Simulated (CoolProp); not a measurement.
Properties of hexamethyldisiloxane (MM) along the isobar 5.13 MPa.

The numbers come from the reference Helmholtz-energy equation of state, Thol 2016 in CoolProp.

```csv
T (°C),phase,density (kg/m³),cv (kJ/(kg K)),Joule-Thomson coefficient (K/MPa)
86.45,liquid,704.3,1.694,-0.3171
92.35,liquid,(withheld),1.709,-0.3045
98.25,liquid,691.7,1.724,(withheld)
104.15,liquid,685.3,1.739,-0.2775
110.15,liquid,(withheld),1.754,-0.2628
116.05,liquid,672.2,1.768,-0.2475
121.95,liquid,(withheld),1.783,-0.2313
127.85,liquid,658.9,1.798,-0.2142
133.85,liquid,(withheld),1.812,-0.1957
139.75,liquid,645.1,(withheld),-0.1763
145.65,liquid,(withheld),(withheld),-0.1556
```

Task: Some entries are withheld; supply them.

Result: 
- 92.35, density (kg/m³): 698.0
- 98.25, Joule-Thomson coefficient (K/MPa): -0.2913
- 110.15, density (kg/m³): 678.7
- 121.95, density (kg/m³): 665.5
- 133.85, density (kg/m³): 652.0
- 139.75, cv (kJ/(kg K)): 1.827
- 145.65, density (kg/m³): 638.1
- 145.65, cv (kJ/(kg K)): 1.841
